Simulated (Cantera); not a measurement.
Feed: 1 mol MgCO3, 0.089 mol C, 0.14 mol H2, at 2098.15 K and 1.20 mbar.

Method: chemical equilibrium by Gibbs-energy minimisation in Cantera with the NASA 1993 tables (ideal gas, pure condensed phases). Candidate condensed phases: C, C6H6, C7H8, C8H18, H2O, Mg, MgCO3, MgO, Mg(OH)2; 116 gas species. Rates play no part.

Q: What is the equilibrium state?

A: 
```json
{
  "x(CO2)": "0.555",
  "x(CO)": "0.290",
  "x(H2O)": "0.0899",
  "x(O2)": "0.0255",
  "x(OH)": "0.00973",
  "x(H2)": "0.00951",
  "x(H)": "0.00867",
  "x(O)": "0.00632",
  "x(Mg)": "0.00510",
  "n(MgO(s))": "0.993 mol",
  "gas_amount": "1.289 mol",
  "log10 activity of Mg(l) (absent)": "-6.87",
  "log10 activity of C(graphite) (absent)": "-8.53"
}
```
